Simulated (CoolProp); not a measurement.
Vapour-liquid equilibrium of carbonyl sulfide (1) + propane (2) at 855 kPa; x and y are mole fractions of (1).

Model: multi-fluid Helmholtz-energy mixture model, Lemmon 2006 and Lemmon 2009; pair parameters Bell 2016, in CoolProp.

Task: Give the bubble temperature and the first vapour's composition at x = 0.35, 0.5, 0.8. Is there an azeotrope?

Result: x = 0.35: 15.9 °C, y = 0.407; x = 0.5: 14.4 °C, y = 0.557; x = 0.8: 11.5 °C, y = 0.835. No azeotrope shows between x = 0.05 and 0.95.

Pair parameters are fitted to limited data, so mixtures are less certain than the pure fluids.
